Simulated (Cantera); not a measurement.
An isothermal, constant-pressure homogeneous reactor starts with NO : N2 = 1 : 1.1 (molar parts), at 2150 K and 110000 Pa. Integrator tolerance rtol = 1e-08.

Detailed kinetics in Cantera: GRI-Mech 3.0 (53 species, 325 reactions).

Problem. What does this change do: pressure from 110000 Pa to 16000 Pa?

Solution. 
```json
[
 {"quantity": "x(NO) at 2.00 s", "before": "0.0119 (gas-phase equilibrium 0.0116)", "after": "0.0288 (gas-phase equilibrium 0.0116)"},
 {"quantity": "x(N2) at 2.00 s", "before": "0.756 (gas-phase equilibrium 0.756)", "after": "0.747 (gas-phase equilibrium 0.755)"},
 {"quantity": "x(NO2) at 2.00 s", "before": "1.78e-5 (gas-phase equilibrium 1.74e-5)", "after": "1.62e-5 (gas-phase equilibrium 6.62e-6)"},
 {"quantity": "x(O) at 2.00 s", "before": "0.000902 (gas-phase equilibrium 0.000902)", "after": "0.00232 (gas-phase equilibrium 0.00236)"},
 {"quantity": "x(N2O) at 2.00 s", "before": "6.67e-7 (gas-phase equilibrium 6.64e-7)", "after": "4.87e-7 (gas-phase equilibrium 2.53e-7)"},
 {"quantity": "x(O2) at 2.00 s", "before": "0.232 (gas-phase equilibrium 0.232)", "after": "0.222 (gas-phase equilibrium 0.231)"}
]
```

Problem. What does this change do: pressure from 110000 Pa to 70000 Pa?

Solution. 
```tsv
quantity	before	after
x(NO) at 2.00 s	0.0119 (gas-phase equilibrium 0.0116)	0.0126 (gas-phase equilibrium 0.0116)
x(N2) at 2.00 s	0.756 (gas-phase equilibrium 0.756)	0.755 (gas-phase equilibrium 0.756)
x(NO2) at 2.00 s	1.78e-5 (gas-phase equilibrium 1.74e-5)	1.51e-5 (gas-phase equilibrium 1.39e-5)
x(O) at 2.00 s	0.000902 (gas-phase equilibrium 0.000902)	0.00113 (gas-phase equilibrium 0.00113)
x(N2O) at 2.00 s	6.67e-7 (gas-phase equilibrium 6.64e-7)	5.39e-7 (gas-phase equilibrium 5.30e-7)
x(O2) at 2.00 s	0.232 (gas-phase equilibrium 0.232)	0.231 (gas-phase equilibrium 0.232)
```
